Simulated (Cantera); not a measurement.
Feed: 1 mol CaO, 1.2 mol F₂, 1.4 mol O₂, held at 577 °C and 1.00 bar.

These are equilibrium values from Cantera (NASA tables, ideal gas, pure condensed phases), not measurements of a reactor. Candidate condensed phases: Ca, CaF₂, CaO; 13 gas species. Kinetics and transport are ignored.

Base state: O₂ 0.902, F₂ 0.0923, F 0.00521, FO₂ 0.000161 (mole fractions); condensed: CaF₂(s).

Task: What changes in the equilibrium state with this change: temperature from 577 °C to 952 °C?

Result: 
```json
[
 {"species": "O₂", "before": "0.902", "after": "0.854"},
 {"species": "F", "before": "0.00521", "after": "0.112"},
 {"species": "F₂", "before": "0.0923", "after": "0.0338"},
 {"species": "FO", "before": "2.84e-7", "after": "1.91e-5"},
 {"species": "FO₂", "before": "0.000161", "after": "0.000165"},
 {"species": "CaF₂(s), mol", "before": "1.00", "after": "1.00"}
]
```

Task: What changes in the equilibrium state with this change: temperature from 577 °C to 1477 °C?

Result: 
| species | before | after |
|---|---|---|
| O₂ | 0.902 | 0.826 |
| F | 0.00521 | 0.173 |
| F₂ | 0.0923 | 0.000590 |
| CaF₂ | <1e-9 | 0.000177 |
| O | <1e-9 | 6.80e-5 |
| FO | 2.84e-7 | 6.23e-5 |
| FO₂ | 0.000161 | 3.19e-5 |
| CaF₂(s), mol | 1.00 | 0 |
| CaF₂(l), mol | 0 | 1.000 |
